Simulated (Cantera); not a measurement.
An isothermal, constant-pressure homogeneous reactor starts with CH4 : H2 : N2 = 0.011 : 1 : 0.0016 (molar parts), at 2223 K and 10.00 Torr.

Cantera simulation using GRI-Mech 3.0 (53 species, 325 reactions); the numbers are that mechanism's predictions, not measurements. GRI-Mech 3.0 stops at C3 and has no aromatics, soot or wall deposition, so with more carbon than oxygen in the feed, carbon stays in small species such as C2H2 where larger ones or solid carbon would form. Radical loss at walls, strong at low pressure, is not modelled.

x: mole fraction; the columns are a selection and need not sum to one.

```
t (s)          x CH4   x H2    x C2H2      x C2H6       x HCN         x H       x CH3
--------  ----------  -----  --------  ----------  ----------  ----------  ----------
2.00e-6       0.0109  0.988    <1e-12      <1e-12      <1e-12     2.19e-6     1.96e-6
1.12e-5       0.0109  0.988    <1e-12    2.22e-12      <1e-12     1.40e-5     9.22e-6
6.26e-5       0.0108  0.987  4.22e-11    2.10e-10      <1e-12     9.78e-5     3.20e-5
0.000350      0.0107  0.987   2.53e-8     5.45e-9      <1e-12    0.000589    0.000133
0.00196       0.0101  0.984   1.44e-5     1.02e-7    5.65e-11     0.00327    0.000649
0.0110       0.00592  0.976   0.00159     2.40e-7     2.38e-8      0.0137     0.00157
0.0613    (withheld)  0.969   0.00495  (withheld)  (withheld)  (withheld)  (withheld)
0.343     (withheld)  0.958   0.00525    1.30e-11  (withheld)  (withheld)  (withheld)
1.92         4.43e-6  0.941   0.00522      <1e-12     1.67e-6      0.0517     4.62e-6
10.7         3.98e-6  0.939   0.00521      <1e-12     6.19e-6      0.0542     4.36e-6
60.0         3.98e-6  0.939   0.00520      <1e-12     3.11e-5      0.0542     4.35e-6
```

Question: What belongs in the gaps?

Answer: 
- 0.0613, x CH4: 0.000484
- 0.0613, x C2H6: 2.74e-9
- 0.0613, x HCN: 3.53e-7
- 0.0613, x H: 0.0239
- 0.0613, x CH3: 0.000227
- 0.343, x CH4: 2.86e-5
- 0.343, x HCN: 8.39e-7
- 0.343, x H: 0.0350
- 0.343, x CH3: 1.99e-5
